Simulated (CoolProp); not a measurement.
Vapour-liquid equilibrium of acetone (1) + p-xylene (2) at 157.25 °C; x and y are mole fractions of (1).

The numbers come from the multi-fluid Helmholtz-energy mixture model, Lemmon 2006 and Zhou 2012; pair parameters Bell 2016 in CoolProp.

```json
[
 {"x": "0.05", "bubble pressure (bar)": "2.462", "y at the bubble point": "0.345", "dew pressure at overall composition x (bar)": "1.722", "liquid density (mol/L)": "7.034"},
 {"x": "0.15", "bubble pressure (bar)": "3.903", "y at the bubble point": "0.605", "dew pressure at overall composition x (bar)": "1.919", "liquid density (mol/L)": "7.290"},
 {"x": "0.25", "bubble pressure (bar)": "5.139", "y at the bubble point": "0.717", "dew pressure at overall composition x (bar)": "2.164", "liquid density (mol/L)": "7.562"},
 {"x": "0.35", "bubble pressure (bar)": "6.240", "y at the bubble point": "0.782", "dew pressure at overall composition x (bar)": "2.479", "liquid density (mol/L)": "7.854"},
 {"x": "0.45", "bubble pressure (bar)": "7.260", "y at the bubble point": "0.828", "dew pressure at overall composition x (bar)": "2.897", "liquid density (mol/L)": "8.167"},
 {"x": "0.55", "bubble pressure (bar)": "8.246", "y at the bubble point": "0.865", "dew pressure at overall composition x (bar)": "3.477", "liquid density (mol/L)": "8.505"},
 {"x": "0.65", "bubble pressure (bar)": "9.234", "y at the bubble point": "0.897", "dew pressure at overall composition x (bar)": "4.327", "liquid density (mol/L)": "8.870"},
 {"x": "0.75", "bubble pressure (bar)": "10.26", "y at the bubble point": "0.926", "dew pressure at overall composition x (bar)": "5.655", "liquid density (mol/L)": "9.268"},
 {"x": "0.85", "bubble pressure (bar)": "11.34", "y at the bubble point": "0.955", "dew pressure at overall composition x (bar)": "7.826", "liquid density (mol/L)": "9.704"},
 {"x": "0.95", "bubble pressure (bar)": "12.51", "y at the bubble point": "0.985", "dew pressure at overall composition x (bar)": "11.13", "liquid density (mol/L)": "10.19"}
]
```

No azeotrope shows between x = 0.05 and 0.95.

The pair parameters rest on a limited set of measurements; away from them the model extrapolates. The gap from Raoult's law changes sign with composition, which may be real or a fault of the pair parameters; it wasn't checked against measurements.
